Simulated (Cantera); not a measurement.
Feed: 1 mol B2O3, 4.5 mol H2, equilibrated at 1000 Pa.

Method: chemical equilibrium by Gibbs-energy minimisation in Cantera with the NASA 1993 tables (ideal gas, pure condensed phases). Candidate condensed phases: B, B2O3, B3O3H3, H2O; 23 gas species. Kinetics and transport are ignored.

Which condensed phases are stable at each of these points (T (K)): 773, 923, 1073, 1223, 1373, 1523, 1673, 1823, 1973, 2123, 2273, 2423?


```tsv
T (K)	condensed phases	B condensed (%)
773	B2O3(l)	100.0
923	B2O3(l)	100.0
1073	B2O3(l)	100.0
1223	B2O3(l)	100.0
1373	B2O3(l)	99.4
1523	B2O3(l)	94.9
1673	B2O3(l)	55.5
1823	gas only	0.0
1973	gas only	0.0
2123	gas only	0.0
2273	gas only	0.0
2423	gas only	0.0
```

From 773 K to 1673 K the condensed part is B2O3(l). From 1823 K to 2423 K nothing is condensed.
